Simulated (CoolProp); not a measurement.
Vapour-liquid equilibrium of ethane (1) + C3F8 (R218) (2) at 0.371 MPa; x and y are mole fractions of (1).

Computed with CoolProp (multi-fluid Helmholtz-energy mixture model, Bücker 2006 and Lemmon 2006; pair parameters Bell 2016).

```tsv
x	bubble temperature (K)	y at the bubble point	dew temperature at overall composition x (K)	liquid density (mol/L)
0.05	258.5	0.331	268.2	8.261
0.2	233.8	0.780	___	9.457
0.35	223.2	0.881	257.8	10.47
0.5	219.2	0.912	___	___
0.65	217.2	0.928	___	12.67
0.8	215.5	0.946	232.0	14.14
0.95	213.4	0.981	___	16.08
```

Question: Complete the blanks.

Answer: 
- 0.2, dew temperature at overall composition x (K): 263.3
- 0.5, dew temperature at overall composition x (K): 251.3
- 0.5, liquid density (mol/L): 11.49
- 0.65, dew temperature at overall composition x (K): 243.2
- 0.95, dew temperature at overall composition x (K): 215.2

No azeotrope shows between x = 0.05 and 0.95.

Pair parameters are fitted to limited data, so mixtures are less certain than the pure fluids. With so large a gap from Raoult's law the liquid may split in two, which this calculation doesn't test in full.
